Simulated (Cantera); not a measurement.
What does this Cantera script print?

```python
import numpy as np
import cantera as ct

gas = ct.Solution("gri30.yaml")
gas.TPX = 875, 38000, {'H2': 1.7, 'O2': 1, 'N2': 2.8}
reactor = ct.IdealGasConstPressureReactor(gas, energy="off", clone=False)
net = ct.ReactorNet([reactor])
net.rtol, net.atol = 1e-08, 1e-18
show = ['H2', 'O2', 'O', 'OH', 'NO', 'H']
times = np.geomspace(3e-05, 40, 14)

steps = ct.SolutionArray(gas, extra=["t"])
rows = []
print(f"{'t/s':>10s}{'T/K':>9s}{'P/Pa':>11s}" + "".join(f"{s:>11s}" for s in show))
for t in times:
    while net.time < t:
        t_next = net.step()
        steps.append(gas.state, t=t_next)
    rows.append([np.interp(t, steps.t, y) for y in (steps.T, steps.P, *steps(*show).X.T)])
    print(f"{t:10.3e}{rows[-1][0]:9.1f}{rows[-1][1]:11.4g}" + "".join(f"{x:11.3e}" for x in rows[-1][2:]))
rate = np.gradient(steps.T, steps.t)
print("integrator steps:", len(steps.t))
if steps.T.max() > steps.T[0] + 200:
    print(f"time of steepest temperature rise: {steps.t[rate.argmax()]:.4e} s")
gas.TPX = 875, 38000, {'H2': 1.7, 'O2': 1, 'N2': 2.8}
gas.equilibrate("TP")
print(f"equilibrium (TP): T = {gas.T:.1f} K  " + "  ".join(f"{s} {gas[s].X[0]:.3e}" for s in show))
```

Result:

```
       t/s      T/K       P/Pa         H2         O2          O         OH         NO          H
 3.000e-05    875.0    3.8e+04  3.091e-01  1.818e-01  6.037e-13  1.486e-13  1.831e-27  7.718e-12
 8.877e-05    875.0    3.8e+04  3.091e-01  1.818e-01  1.960e-12  4.499e-13  5.138e-26  2.127e-11
 2.627e-04    875.0    3.8e+04  3.091e-01  1.818e-01  5.323e-12  1.197e-12  1.266e-24  5.489e-11
 7.773e-04    875.0    3.8e+04  3.091e-01  1.818e-01  1.162e-11  2.597e-12  2.190e-23  1.179e-10
 2.300e-03    875.0    3.8e+04  3.091e-01  1.818e-01  2.065e-11  4.611e-12  2.365e-22  2.089e-10
 6.806e-03    875.0    3.8e+04  3.091e-01  1.818e-01  5.784e-11  1.293e-11  3.485e-21  5.849e-10
 2.014e-02    875.0    3.8e+04  3.091e-01  1.818e-01  1.194e-09  2.752e-10  1.458e-18  1.208e-08
 5.959e-02    875.0    3.8e+04  2.244e-01  1.408e-01  2.950e-09  1.387e-09  7.664e-10  2.802e-08
 1.763e-01    875.0    3.8e+04  2.241e-01  1.406e-01  4.613e-09  2.295e-09  9.730e-10  4.386e-08
 5.218e-01    875.0    3.8e+04  2.226e-01  1.398e-01  1.195e-08  6.897e-09  1.502e-09  1.142e-07
 1.544e+00    875.0    3.8e+04  2.103e-01  1.336e-01  2.265e-08  1.603e-08  1.975e-09  2.169e-07
 4.568e+00    875.0    3.8e+04  1.715e-01  1.149e-01  1.862e-08  1.542e-08  1.767e-09  1.702e-07
 1.352e+01    875.0    3.8e+04  9.630e-02  7.864e-02  1.406e-08  1.502e-08  1.541e-09  1.076e-07
 4.000e+01    875.0    3.8e+04  1.347e-02  3.873e-02  1.237e-08  2.073e-08  1.181e-09  3.458e-08
integrator steps: 1627
equilibrium (TP): T = 875.0 K  H2 4.139e-12  O2 3.226e-02  O 6.027e-13  OH 1.080e-08  NO 2.242e-06  H 1.666e-16
```

Detailed kinetics in Cantera: GRI-Mech 3.0 (53 species, 325 reactions). Below about 950 K walls govern HO2 and H2O2 in real vessels. The temperature is held fixed by assumption; the heat of reaction is taken as removed at once.
